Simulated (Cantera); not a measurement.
A Cantera script and what it prints.

```python
import numpy as np
import cantera as ct

gas_names = [...]  # 113 gases of nasa_gas.yaml made of C, H, O, Ti
cond_names = """
    C(gr) C6H6(L) C7H8(L) C8H18(L),n-octa H2O(s) H2O(L) Ti(a) Ti(b) Ti(L) TiC(s) TiC(L) TiO(a) TiO(b)
    TiO(L) TiO2(ru) TiO2(L) Ti2O3(a) Ti2O3(b) Ti2O3(L) Ti3O5(a) Ti3O5(b) Ti3O5(L) Ti4O7(s) Ti4O7(L)
""".split()


# ... load() reads the species with a 1 bar reference pressure and builds the phases ...
atoms = {
    'Ti': {'Ti': 1},
    'H2O': {'H': 2, 'O': 1},
    'CO': {'C': 1, 'O': 1},
}
top_T = {'C(gr)': 4500}  # K; cautious upper limits of use, not melting points


# ... equilibrate(T, P, feed) seeds the gas with the atoms and calls Mixture.equilibrate('TP', solver="vcs", rtol=1e-11, max_steps=5000) ...
results = []
feed = {'Ti': 1, 'H2O': 0.26, 'CO': 1.6}  # mol
P = 10000  # Pa
for T in [1175, 1225, 1275, 1325, 1375, 1425, 1475, 1525, 1575]:
    mix = equilibrate(T, P, feed)
    results.append((T, P, feed, dict(zip(mix.species_names, mix.species_moles))))

top = {s: max(r[3][s] / sum(r[3][g] for g in gas_names) for r in results) for s in gas_names}
cols = sorted((s for s in top if top[s] > 1e-05), key=lambda s: -top[s])[:9]
seen = [c for c in cond_names if any(r[3].get(c, 0) > 1e-12 for r in results)]
print("log10 of partial pressures in bar; condensed amounts in mol")
print(f"{'T/K':>10s}" + "".join(f"{s[:9]:>10s}" for s in cols + seen))
for T, P, feed, n in results:
    ng = sum(n[g] for g in gas_names)
    print(f"{T:10.4g}" + "".join(f"{np.log10(max(n[s] / ng * P / 1e5, 1e-99)):10.3f}" for s in cols)
          + "".join(f"{n.get(c, 0):10.4g}" for c in seen))
```

Output:

```
log10 of partial pressures in bar; condensed amounts in mol
       T/K        CO        H2       CH4       H2O       CO2         H     C(gr)    TiC(s)  TiO2(ru)  Ti2O3(b)  Ti3O5(b)  Ti4O7(s)
      1175    -1.637    -1.115    -3.948    -4.212    -4.842    -7.469     1.522         0    0.1276         0         0    0.2181
      1225    -1.527    -1.154    -4.189    -4.387    -4.928    -7.083      1.49         0         0         0         0      0.25
      1275    -1.416    -1.211    -4.454    -4.560    -4.987    -6.738     1.438         0         0         0    0.2077    0.0942
      1325    -1.370    -1.242    -4.656    -4.755    -5.154    -6.407     1.407         0         0         0    0.3333         0
      1375    -1.370    -1.242    -4.786    -4.949    -5.393    -6.086     1.407         0         0         0    0.3333         0
      1425    -1.094    -1.710    -5.863    -5.303    -5.044    -6.021         0    0.5276         0         0    0.1575         0
      1475    -1.092    -1.720    -6.192    -5.282    -5.048    -5.747         0    0.4961         0     0.252         0         0
      1525    -1.092    -1.720    -6.476    -5.259    -5.061    -5.486         0    0.4961         0     0.252         0         0
      1575    -1.092    -1.720    -6.742    -5.239    -5.074    -5.241         0    0.4961         0     0.252         0         0
```

Equilibrium computed with Cantera from the NASA thermochemical tables; the gas is ideal and each condensed phase is pure. Mutual solubility and eutectic melting of coexisting phases are not modelled. TiC: taken at fixed stoichiometry. Condensed phases not in the tables: Magnéli phases beyond Ti4O7.
